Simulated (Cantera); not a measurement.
A Cantera script and its output.

```python
import numpy as np
import cantera as ct

gas = ct.Solution("gri30.yaml")
gas.TPX = 800, 1000000, {'CH3OH': 1, 'O2': 1.83, 'N2': 6.88}
inlet = ct.Reservoir(gas, clone=True)
gas.equilibrate("HP")  # start burning
reactor = ct.IdealGasConstPressureReactor(gas, energy="on", clone=False)
exhaust = ct.Reservoir(gas, clone=True)
tau = [0.43, 0.17, 0.065, 0.025, 0.0096, 0.0037, 0.0014, 0.00055, 0.00021, 8.2e-05, 3.2e-05, 1.2e-05][0]
for a, b in ((inlet, reactor), (reactor, exhaust)):
    ct.MassFlowController(a, b, mdot=lambda t: reactor.mass / tau)
net = ct.ReactorNet([reactor])
show = ['CH3OH', 'O2', 'HCN', 'CH4', 'NO2', 'C2H', 'H2']

rows = []
print(f"{'tau/s':>10s}{'T/K':>9s}" + "".join(f"{s:>11s}" for s in show))
for tau in [0.43, 0.17, 0.065, 0.025, 0.0096, 0.0037, 0.0014, 0.00055, 0.00021, 8.2e-05, 3.2e-05, 1.2e-05]:
    net.initial_time = 0.0
    net.advance(30 * tau)
    before = gas.X
    net.advance(40 * tau)
    drift = np.max(np.abs(gas.X - before) / (gas.X + 1e-9))
    rows.append([gas.T, *gas[show].X, drift])
    print(f"{tau:10.3e}{gas.T:9.1f}" + "".join(f"{x:11.3e}" for x in gas[show].X))
```

It prints:

```
     tau/s      T/K      CH3OH         O2        HCN        CH4        NO2        C2H         H2
 4.300e-01   2391.6  1.823e-08  2.992e-02  2.514e-09  1.756e-09  7.664e-06  8.146e-17  1.211e-03
 1.700e-01   2391.8  4.598e-08  3.003e-02  6.112e-09  4.415e-09  7.439e-06  2.890e-16  1.213e-03
 6.500e-02   2392.5  1.194e-07  3.027e-02  1.457e-08  1.137e-08  6.897e-06  1.319e-15  1.220e-03
 2.500e-02   2393.8  3.057e-07  3.077e-02  3.079e-08  2.861e-08  5.806e-06  6.979e-15  1.235e-03
 9.600e-03   2395.1  7.753e-07  3.155e-02  5.353e-08  6.987e-08  4.123e-06  3.932e-14  1.272e-03
 3.700e-03   2394.5  1.935e-06  3.241e-02  7.367e-08  1.616e-07  2.413e-06  2.122e-13  1.358e-03
 1.400e-03   2388.2  4.803e-06  3.327e-02  8.571e-08  3.424e-07  1.262e-06  1.003e-12  1.565e-03
 5.500e-04   2372.4  1.099e-05  3.429e-02  9.081e-08  5.894e-07  7.008e-07  3.242e-12  1.995e-03
 2.100e-04   2340.5  2.422e-05  3.594e-02  9.257e-08  8.546e-07  4.074e-07  7.287e-12  2.832e-03
 8.200e-05   2289.9  5.019e-05  3.851e-02  1.007e-07  1.250e-06  2.332e-07  1.379e-11  4.133e-03
 3.200e-05   2217.1  1.055e-04  4.242e-02  1.387e-07  2.536e-06  1.251e-07  3.443e-11  5.897e-03
 1.200e-05   2110.4  2.602e-04  4.926e-02  2.484e-07  8.705e-06  6.165e-08  1.360e-10  8.169e-03
```

Computed with Cantera and GRI-Mech 3.0 (53 species, 325 reactions). GRI-Mech 3.0 was tuned for natural gas; its chemistry of methanol as a main component is partial and can be far from experiment.
